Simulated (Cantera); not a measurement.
Charge: 1 mol B, a varied amount of NH₃, 0.86 mol H₂, held at 1173 K and 1.00 bar.

Method: chemical equilibrium by Gibbs-energy minimisation in Cantera with the NASA 1993 tables (ideal gas, pure condensed phases). Candidate condensed phases: B, BN; 15 gas species. Mutual solubility and eutectic melting of coexisting phases are not modelled. The numbers say what is thermodynamically allowed, not how fast it happens.

Question: Which condensed phases are stable at each of these points (n(NH₃) (mol)): 0.12, 0.2, 0.35, 0.59, 1, 1.7, 3?

Answer: 
| n(NH₃) (mol) | condensed phases | B condensed (%) |
|---|---|---|
| 0.12 | B(s) + BN(s) | 100.0 |
| 0.2 | B(s) + BN(s) | 100.0 |
| 0.35 | B(s) + BN(s) | 100.0 |
| 0.59 | B(s) + BN(s) | 100.0 |
| 1 | BN(s) | 100.0 |
| 1.7 | BN(s) | 100.0 |
| 3 | BN(s) | 100.0 |

From 0.12 mol NH₃ to 0.59 mol NH₃ the condensed part is B(s) + BN(s). From 1 mol NH₃ to 3 mol NH₃ the condensed part is BN(s).
